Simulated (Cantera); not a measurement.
A closed system holds: 1 mol CuO, 1.6 mol CH₄, 0.62 mol CO, at 0.000130 bar.

These are equilibrium values from Cantera (NASA tables, ideal gas, pure condensed phases), not measurements of a reactor. Candidate condensed phases: C, C₆H₆, C₇H₈, C₈H₁₈, Cu, CuO, Cu(OH)₂, Cu₂O, H₂O; 113 gas species. Equilibrium is a limit: real reactors are often held back by kinetics, nucleation or transport. All values below are at 1423 K.

Base state: H₂ 0.653, CO 0.331, Cu 0.0161, H 0.000471 (mole fractions); condensed: C(graphite) + Cu(l).

Problem. What changes in the equilibrium state with this change: CuO replaced by Fe₃O₄?

Solution. 
| species | before | after |
|---|---|---|
| H₂ | 0.653 | 0.426 |
| CO | 0.331 | 0.350 |
| H₂O | 8.66e-8 | 0.164 |
| CO₂ | 1.94e-8 | 0.0595 |
| Cu | 0.0161 | 0 |
| Fe | 0 | 0.000205 |
| H | 0.000471 | 0.000380 |
| C(graphite), mol | 0.600 | 0 |
| Cu(l), mol | 0.921 | 0 |
| Fe(γ), mol | 0 | 1.81 |
| FeO(s), mol | 0 | 1.19 |
Mutual solubility and eutectic melting of coexisting phases are not modelled. The tables' stoichiometric FeO is somewhat more stable than real wüstite, so its field is too wide. FeO: taken at fixed stoichiometry. Further candidate phases: Fe, Fe(CO)₅, FeO, Fe(OH)₂, Fe(OH)₃, Fe₂O₃, Fe₃O₄.
